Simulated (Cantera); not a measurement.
Cantera run:

```python
import numpy as np
import cantera as ct

gas_names = """
    B BCL BCL2 BCL3 BN B2 CL CL2 N N2
""".split()
cond_names = """
    B(b) B(L) BN(s)
""".split()


def load(file, names, dense=False):
    # The tables refer to 1 bar. Condensed volumes are neglected.
    table = {s.name: s for s in ct.Species.list_from_file(file)}
    out = []
    for n in names:
        d = dict(table[n].input_data)
        d["thermo"] = dict(d["thermo"], **{"reference-pressure": 1e5})
        if dense:
            d["equation-of-state"] = {"model": "constant-volume", "density": "1e6 g/cm^3"}
        out.append(ct.Species.from_dict(d))
    return out


gas = ct.Solution(thermo="ideal-gas", species=load("nasa_gas.yaml", gas_names))
cond = {s.name: ct.Solution(thermo="fixed-stoichiometry", species=[s], name=s.name)
        for s in load("nasa_condensed.yaml", cond_names, dense=True)}
atoms = {
    'BN': {'B': 1, 'N': 1},
    'Cl2': {'CL': 2},
    'N2': {'N': 2},
}
top_T = {'BN(s)': 3200}  # K; cautious upper limits of use, not melting points


def equilibrate(T, P, feed):
    n = {}
    for name, mol in feed.items():
        for a, k in atoms[name].items():
            n[a] = n.get(a, 0.0) + k * mol
    gas.TPX = T, P, n
    mass = sum(n.values()) * gas.mean_molecular_weight
    gas.equilibrate("TP")
    valid = [c for c in cond.values() if c.min_temp <= T <= top_T.get(c.name, c.max_temp)]
    mix = ct.Mixture([(gas, mass / gas.mean_molecular_weight)] + [(c, 0.0) for c in valid])
    mix.T, mix.P = T, P
    mix.equilibrate("TP", solver="vcs", rtol=1e-11, max_steps=5000)
    return mix


results = []
feed = {'BN': 1, 'Cl2': 2.2, 'N2': 0.61}  # mol
P = 79  # Pa
for T in [1348, 1398, 1448, 1498, 1548, 1598, 1648, 1698, 1748, 1798, 1848]:
    mix = equilibrate(T, P, feed)
    results.append((T, P, feed, dict(zip(mix.species_names, mix.species_moles))))

top = {s: max(r[3][s] / sum(r[3][g] for g in gas_names) for r in results) for s in gas_names}
cols = sorted((s for s in top if top[s] > 1e-06), key=lambda s: -top[s])[:9]
seen = [c for c in cond_names if any(r[3].get(c, 0) > 1e-12 for r in results)]
print("log10 of partial pressures in bar; condensed amounts in mol")
print(f"{'T/K':>10s}" + "".join(f"{s[:9]:>10s}" for s in cols + seen))
for T, P, feed, n in results:
    ng = sum(n[g] for g in gas_names)
    print(f"{T:10.4g}" + "".join(f"{np.log10(max(n[s] / ng * P / 1e5, 1e-99)):10.3f}" for s in cols)
          + "".join(f"{n.get(c, 0):10.4g}" for c in seen))
```

Result:

```
log10 of partial pressures in bar; condensed amounts in mol
       T/K        CL        N2      BCL3       CL2      BCL2       BCL
      1348    -3.756    -3.557    -3.602    -4.059    -9.243   -13.065
      1398    -3.662    -3.570    -3.616    -4.217    -8.734   -12.171
      1448    -3.597    -3.582    -3.627    -4.412    -8.235   -11.291
      1498    -3.556    -3.590    -3.635    -4.634    -7.748   -10.428
      1548    -3.532    -3.595    -3.640    -4.870    -7.275    -9.590
      1598    -3.519    -3.598    -3.644    -5.109    -6.822    -8.785
      1648    -3.511    -3.600    -3.646    -5.345    -6.390    -8.018
      1698    -3.507    -3.602    -3.649    -5.571    -5.983    -7.292
      1748    -3.503    -3.603    -3.654    -5.786    -5.600    -6.609
      1798    -3.497    -3.606    -3.665    -5.986    -5.247    -5.973
      1848    -3.487    -3.613    -3.690    -6.164    -4.933    -5.398
```

These are equilibrium values from Cantera (NASA tables, ideal gas, pure condensed phases), not measurements of a reactor. The tables' values for BCl2, BCl are old estimates; treat these amounts as uncertain.
